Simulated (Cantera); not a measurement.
Feed: 1 mol SiCl₄, 1.2 mol NH₃, 5.1 mol N₂, held at 100 Pa.

These are equilibrium values from Cantera (NASA tables, ideal gas, pure condensed phases), not measurements of a reactor. Candidate condensed phases: NH₄Cl, Si, Si₃N₄; 28 gas species. Rates play no part.

Question: Which condensed phases are stable at each of these points (T (K)): 998, 1098, 1198, 1298, 1398, 1498, 1598, 1698, 1798, 1898, 1998, 2098?

Answer: 
```tsv
T (K)	condensed phases	Si condensed (%)
998	Si₃N₄(s)	59.2
1098	Si₃N₄(s)	61.0
1198	Si₃N₄(s)	60.0
1298	Si₃N₄(s)	47.1
1398	Si₃N₄(s)	13.3
1498	gas only	0.0
1598	gas only	0.0
1698	gas only	0.0
1798	gas only	0.0
1898	gas only	0.0
1998	gas only	0.0
2098	gas only	0.0
```

From 998 K to 1398 K the condensed part is Si₃N₄(s). From 1498 K to 2098 K nothing is condensed.
